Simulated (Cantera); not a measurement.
Charge: 1 mol Pb, 0.56 mol CO₂, 0.67 mol CO, equilibrated at 1650 K and 81000 Pa.

Cantera equilibrium calculation (NASA polynomials, part measured and part estimated; ideal gas, pure solids and liquids). Candidate condensed phases: C, Pb, PbO, PbO₂, Pb₃O₄; 15 gas species. Gases not in the tables: (PbO)n polymers. The numbers say what is thermodynamically allowed, not how fast it happens.

Base state: CO 0.483, CO₂ 0.404, Pb 0.113, PbO 0.000284, Pb₂ 0.000112 (mole fractions); condensed: Pb(l).

Q: What changes in the equilibrium state with this change: temperature from 1650 K to 875 K?

A: 
```tsv
species	before	after
CO₂	0.404	0.714
CO	0.483	0.286
Pb	0.113	8.32e-7
PbO	0.000284	<1e-9
Pb₂	0.000112	<1e-9
Pb(l), mol	0.843	1.000
C(graphite), mol	0	0.186
```
